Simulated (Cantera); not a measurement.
A perfectly stirred reactor is fed with C₂H₆ : H₂ = 1 : 15 (molar parts), at 20.0 Torr; it is held at 1225 K, and followed from long to short residence time.

Cantera simulation using GRI-Mech 3.0 (53 species, 325 reactions); the numbers are that mechanism's predictions, not measurements. GRI-Mech 3.0 stops at C3 and has no aromatics, soot or wall deposition, so with more carbon than oxygen in the feed, carbon stays in small species such as C2H2 where larger ones or solid carbon would form. Radical loss at walls, strong at low pressure, is not modelled.

Question: Predict: x(C₂H₆) at τ = 2.60 s; x(H₂) at τ = 2.60 s; x(H) at τ = 2.60 s; x(CH₄) at τ = 2.60 s; x(C₂H₆) at τ = 78.0 ms; x(H₂) at τ = 78.0 ms; x(CH₂) at τ = 78.0 ms; x(H) at τ = 78.0 ms; x(CH₄) at τ = 78.0 ms.

Answer: 
```
Quantity                 Result
----------------------  -------
x(C₂H₆) at τ = 2.60 s   0.00106
x(H₂) at τ = 2.60 s       0.930
x(H) at τ = 2.60 s      2.69e-5
x(CH₄) at τ = 2.60 s     0.0234
x(C₂H₆) at τ = 78.0 ms   0.0144
x(H₂) at τ = 78.0 ms      0.928
x(CH₂) at τ = 78.0 ms   1.64e-9
x(H) at τ = 78.0 ms     5.00e-5
x(CH₄) at τ = 78.0 ms    0.0242
```
